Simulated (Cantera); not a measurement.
Charge: 1 mol SiC, a varied amount of N₂O, 700 mol H₂, held at 1000 K and 1.70 bar.

These are equilibrium values from Cantera (NASA tables, ideal gas, pure condensed phases), not measurements of a reactor. Candidate condensed phases: C, C₆H₆, C₇H₈, C₈H₁₈, H₂O, Si, SiC, SiO₂, Si₂N₂O, Si₃N₄; 151 gas species. Kinetics and transport are ignored.

**Question.** Which condensed phases are stable at each of these points (n(N₂O) (mol)): 0.097, 0.13, 0.18, 0.24, 0.32, 0.43, 0.58, 0.77, 1, 1.4, 1.9, 2.5, 3.4?

**Answer.** 
```tsv
n(N₂O) (mol)	condensed phases	Si condensed (%)
0.097	SiC(s) + Si₂N₂O(s)	100.0
0.13	SiC(s) + Si₂N₂O(s)	100.0
0.18	SiC(s) + Si₂N₂O(s)	100.0
0.24	SiC(s) + Si₂N₂O(s)	100.0
0.32	SiC(s) + Si₂N₂O(s)	100.0
0.43	SiC(s) + Si₂N₂O(s)	100.0
0.58	SiO₂(β-quartz) + Si₂N₂O(s)	100.0
0.77	SiO₂(β-quartz) + Si₂N₂O(s)	100.0
1	SiO₂(β-quartz) + Si₂N₂O(s)	100.0
1.4	SiO₂(β-quartz) + Si₂N₂O(s)	100.0
1.9	SiO₂(β-quartz) + Si₂N₂O(s)	100.0
2.5	SiO₂(β-quartz)	100.0
3.4	SiO₂(β-quartz)	100.0
```

From 0.097 mol N₂O to 0.43 mol N₂O the condensed part is SiC(s) + Si₂N₂O(s). From 0.58 mol N₂O to 1.9 mol N₂O the condensed part is SiO₂(β-quartz) + Si₂N₂O(s). From 2.5 mol N₂O to 3.4 mol N₂O the condensed part is SiO₂(β-quartz).
